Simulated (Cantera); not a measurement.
Input: 1 mol Fe₃O₄, 0.045 mol Cl₂, 0.036 mol H₂, at 700 K and 62000 Pa.

Method: chemical equilibrium by Gibbs-energy minimisation in Cantera with the NASA 1993 tables (ideal gas, pure condensed phases). Candidate condensed phases: Fe, FeCl₂, FeCl₃, FeO, Fe(OH)₂, Fe(OH)₃, Fe₂O₃, Fe₃O₄, H₂O; 22 gas species. Condensed phases not in the tables: FeOCl. The numbers say what is thermodynamically allowed, not how fast it happens.

Base state: H₂O 0.744, HCl 0.256 (mole fractions); condensed: FeCl₂(s) + Fe₂O₃(s) + Fe₃O₄(s).

Question: What changes in the equilibrium state with this change: temperature from 700 K to 925 K?

Answer: 
```tsv
species	before	after
HCl	0.256	0.888
H₂O	0.744	0.0955
FeCl₃	5.97e-7	0.00747
Fe₂Cl₆	<1e-9	0.000257
Fe₂Cl₄	7.50e-8	0.00139
FeCl₂	2.49e-6	0.00699
FeCl₂(s), mol	0.0397	0.0139
Fe₂O₃(s), mol	0.0667	0.0413
Fe₃O₄(s), mol	0.942	0.967
```
